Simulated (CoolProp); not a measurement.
Properties of n-perfluorohexane along the isobar 3.68 bar.

Values from CoolProp's reference Helmholtz-energy equation of state, Gao 2022.

```
T (K)   phase  density (kg/m³)  cp (kJ/(kg K))  cv (kJ/(kg K))  isothermal compressibility (1/MPa)
-----  ------  ---------------  --------------  --------------  ----------------------------------
236.7  liquid             1849          0.9505          0.7577                            0.001474
267.1  liquid             1765          0.9979          0.8064                            0.001949
297.6  liquid             1679           1.045          0.8514                          (withheld)
328.1  liquid             1587           1.094          0.8927                            0.004095
358.6  liquid             1483           1.146      (withheld)                            0.007036
389       gas            44.61          0.9781          0.9284                               3.221
419.5     gas            39.69           1.000      (withheld)                               3.054
450       gas            36.02           1.025          0.9882                          (withheld)
```

Question: What belongs in the gaps?

Answer: 
- 297.6, isothermal compressibility (1/MPa): 0.002716
- 358.6, cv (kJ/(kg K)): 0.9314
- 419.5, cv (kJ/(kg K)): 0.9592
- 450, isothermal compressibility (1/MPa): 2.958
